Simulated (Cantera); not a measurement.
## Pyrogenic steam for wet oxidation

A perfectly stirred reactor is fed with H₂ : O₂ : N₂ = 1 : 1 : 7.2 (molar parts), at 0.620 bar; it is held at 1325 K, and followed from long to short residence time.

Model: the H2/O2 subset of GRI-Mech 3.0, which has no nitrogen chemistry, integrated in Cantera. The temperature is held fixed by assumption; the heat of reaction is taken as removed at once.

```tsv
τ (s)	x H₂	x O₂	x HO₂	x H₂O₂	x H	x O	x OH
11	1.24e-5	0.0575	3.97e-7	5.23e-8	3.09e-7	4.84e-6	9.05e-5
3.1	2.88e-5	0.0574	8.87e-7	1.02e-7	1.10e-6	1.14e-5	0.000137
0.86	6.77e-5	0.0574	1.94e-6	1.91e-7	3.98e-6	2.73e-5	0.000210
0.24	0.000158	0.0574	3.96e-6	3.42e-7	1.44e-5	6.53e-5	0.000321
0.065	0.000371	0.0574	7.42e-6	5.88e-7	5.33e-5	0.000159	0.000497
0.018	0.000847	0.0575	1.20e-5	9.47e-7	0.000191	0.000377	0.000770
0.0049	0.00190	0.0577	1.67e-5	1.43e-6	0.000683	0.000880	0.00120
0.0014	0.00401	0.0583	2.03e-5	1.95e-6	0.00223	0.00191	0.00184
0.00037	0.00846	0.0600	2.26e-5	2.37e-6	0.00703	0.00405	0.00278
```
x: mole fraction; the columns are a selection and need not sum to one.
